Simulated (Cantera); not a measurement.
A Cantera script and its output.

```python
import numpy as np
import cantera as ct

gas = ct.Solution("gri30.yaml")
gas.TPX = 2925, 1300, {'CH4': 0.012, 'H2': 1, 'O2': 0.018}
reactor = ct.IdealGasConstPressureReactor(gas, energy="off", clone=False)
net = ct.ReactorNet([reactor])
net.rtol, net.atol = 1e-08, 1e-18
show = ['CH4', 'H2', 'O2', 'O', 'OH', 'CH2O']
times = np.geomspace(0.0006, 300, 11)

steps = ct.SolutionArray(gas, extra=["t"])
rows = []
print(f"{'t/s':>10s}{'T/K':>9s}{'P/Pa':>11s}" + "".join(f"{s:>11s}" for s in show))
for t in times:
    while net.time < t:
        t_next = net.step()
        steps.append(gas.state, t=t_next)
    rows.append([np.interp(t, steps.t, y) for y in (steps.T, steps.P, *steps(*show).X.T)])
    print(f"{t:10.3e}{rows[-1][0]:9.1f}{rows[-1][1]:11.4g}" + "".join(f"{x:11.3e}" for x in rows[-1][2:]))
rate = np.gradient(steps.T, steps.t)
print("integrator steps:", len(steps.t))
if steps.T.max() > steps.T[0] + 200:
    print(f"time of steepest temperature rise: {steps.t[rate.argmax()]:.4e} s")
gas.TPX = 2925, 1300, {'CH4': 0.012, 'H2': 1, 'O2': 0.018}
gas.equilibrate("TP")
print(f"equilibrium (TP): T = {gas.T:.1f} K  " + "  ".join(f"{s} {gas[s].X[0]:.3e}" for s in show))
```

Result:

```
       t/s      T/K       P/Pa        CH4         H2         O2          O         OH       CH2O
 6.000e-04   2925.0       1300  2.371e-03  8.974e-01  1.540e-06  2.768e-05  6.742e-04  3.354e-06
 2.229e-03   2925.0       1300  4.274e-04  8.833e-01  5.378e-07  4.297e-05  7.881e-04  9.293e-07
 8.278e-03   2925.0       1300  5.232e-05  8.565e-01  7.000e-07  6.941e-05  8.755e-04  1.717e-07
 3.075e-02   2925.0       1300  1.722e-11  7.745e-01  2.279e-06  2.321e-04  1.498e-03  7.343e-10
 1.142e-01   2925.0       1300  3.762e-13  5.841e-01  1.195e-05  1.223e-03  2.978e-03  1.160e-10
 4.243e-01   2925.0       1300  1.292e-14  3.824e-01  3.285e-05  3.830e-03  3.995e-03  2.080e-11
 1.576e+00   2925.0       1300  6.014e-15  3.372e-01  3.766e-05  4.706e-03  4.017e-03  1.379e-11
 5.854e+00   2925.0       1300  5.995e-15  3.371e-01  3.768e-05  4.710e-03  4.017e-03  1.377e-11
 2.174e+01   2925.0       1300  5.995e-15  3.371e-01  3.768e-05  4.710e-03  4.017e-03  1.377e-11
 8.077e+01   2925.0       1300  5.995e-15  3.371e-01  3.768e-05  4.710e-03  4.017e-03  1.377e-11
 3.000e+02   2925.0       1300  5.995e-15  3.371e-01  3.768e-05  4.710e-03  4.017e-03  1.377e-11
integrator steps: 2148
equilibrium (TP): T = 2925.0 K  CH4 6.186e-15  H2 3.371e-01  O2 3.768e-05  O 4.710e-03  OH 4.017e-03  CH2O 1.377e-11
```

Detailed kinetics in Cantera: GRI-Mech 3.0 (53 species, 325 reactions). Radical loss at walls, strong at low pressure, is not modelled. The temperature is held fixed by assumption; the heat of reaction is taken as removed at once.
